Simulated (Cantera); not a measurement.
Input: 1 mol Si3N4, a varied amount of HF, 1.5 mol H2, equilibrated at 875 °C and 0.000270 bar.

Cantera equilibrium calculation (NASA polynomials, part measured and part estimated; ideal gas, pure solids and liquids). Candidate condensed phases: Si, Si3N4; 37 gas species. Rates play no part.

What share of the Si ends up in condensed phases as a function of n(HF) (mol), at 3.1, 4.4, 5.6, 6.9, 8.1, 9.3, 11, 12, 13?


| n(HF) (mol) | Si condensed (%) | as |
|---|---|---|
| 3.1 | 74.2 | Si3N4(s) |
| 4.4 | 63.3 | Si3N4(s) |
| 5.6 | 53.3 | Si3N4(s) |
| 6.9 | 42.5 | Si3N4(s) |
| 8.1 | 32.5 | Si3N4(s) |
| 9.3 | 22.5 | Si3N4(s) |
| 11 | 8.3 | Si3N4(s) |
| 12 | 0.0 | - |
| 13 | 0.0 | - |
